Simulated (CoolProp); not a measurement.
A simple Rankine cycle with cyclohexane: condensing at 316.15 K, boiler at 0.915 MPa, turbine inlet 490 K, turbine efficiency 0.75, pump efficiency 0.8, no recuperator. Each further row changes one setting.

Computed with CoolProp (reference Helmholtz-energy equation of state, Zhou 2014).

```
case                             thermal efficiency (%)  net work (kJ/kg)  heat in (kJ/kg)  turbine exit temperature (K)  volume ratio over the turbine
-------------------------------  ----------------------  ----------------  ---------------  ----------------------------  -----------------------------
as stated                                          16.3               110              674                         427.1                           32.7
turbine inlet 510 K                                16.0               116              721                         448.1                           32.3
condensing temperature 308.15 K                    17.3               119              689                         421.9                           44.7
boiler pressure 0.64 MPa                           14.9               101              681                         435.1                           22.3
turbine efficiency 0.65                            14.1              94.9              674                         434.7                           33.3
```
